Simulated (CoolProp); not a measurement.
Vapour-liquid equilibrium of dimethyl ether (1) + R227EA (2) at 242.4 K; x and y are mole fractions of (1).

Computed with CoolProp (multi-fluid Helmholtz-energy mixture model, Wu 2011 and Lemmon 2016; pair parameters Bell 2016).

| x | bubble pressure, mixture model (MPa) | bubble pressure, Raoult's law (MPa) | y, mixture model | y, Raoult's law |
|---|---|---|---|---|
| 0.05 | 0.04981 | 0.05327 | 0.016 | 0.073 |
| 0.15 | 0.04538 | 0.05583 | 0.082 | 0.208 |
| 0.25 | 0.04240 | 0.05839 | 0.206 | 0.332 |
| 0.35 | 0.04201 | 0.06095 | 0.380 | 0.445 |
| 0.45 | 0.04439 | 0.06350 | 0.563 | 0.550 |
| 0.55 | 0.04904 | 0.06606 | 0.717 | 0.646 |
| 0.65 | 0.05509 | 0.06862 | 0.828 | 0.735 |
| 0.75 | 0.06169 | 0.07118 | 0.903 | 0.817 |
| 0.85 | 0.06826 | 0.07373 | 0.952 | 0.894 |
| 0.95 | 0.07454 | 0.07629 | 0.986 | 0.966 |

The largest gap from Raoult's law is -31.1 % in bubble pressure, at x = 0.35. y crosses x between x = 0.25 and 0.35: the model has an azeotrope there.

Pair parameters are fitted to limited data, so mixtures are less certain than the pure fluids.
